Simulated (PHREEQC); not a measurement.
Solution (20 °C): 0.0013 mol/kgw Cu(BF4)2, 0.033 mol/kgw HCl and 0.024 mol/kgw KCl. Closed to the air; pH follows from the charge balance.

Model: ion-association model, phreeqc.dat, run in PHREEQC.

Precipitation was switched off in this run.

**Question.** What pH does the model give?

**Answer.** pH 1.57.

**Question.** In which forms is B present?

**Answer.** BF4- 52 %, H3BO3 44 %, BF3OH- 3.7 %, BF2(OH)2- 0.9 % of the B.

Real BF4- forms and hydrolyses slowly; the run takes it at equilibrium.
